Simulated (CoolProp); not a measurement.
Vapour pressure (MPa) of normal hydrogen: the reference equation beside estimates from Tc = -240.0 °C, pc = 1.296 MPa, ω = -0.219.

The numbers come from the reference Helmholtz-energy equation of state, Leachman 2009 in CoolProp.

```
T (°C)   reference  van der Waals  Soave-Redlich-Kwong
-------  ---------  -------------  -------------------
-249.65     0.2301         0.2773               0.2305
-248.85     0.2759         0.3277               0.2784
-248.15     0.3210         0.3764               0.3254
-247.35     0.3785         0.4374               0.3853
-246.55     0.4430         0.5043               0.4522
-245.85     0.5053         0.5679               0.5166
-245.05     0.5838         0.6465               0.5972
-244.35     0.6593         0.7206               0.6742
-243.55     0.7537         0.8114               0.7697
-242.85     0.8439         0.8964               0.8600
-242.05     0.9563         0.9999               0.9713
-241.35      1.063          1.096                1.076
-240.55      1.197          1.213                1.204
```

Absolute difference from the reference over all 13 rows, mean and median: van der Waals 10.9 and 10.7 %, Soave-Redlich-Kwong 1.6 and 1.8 %.
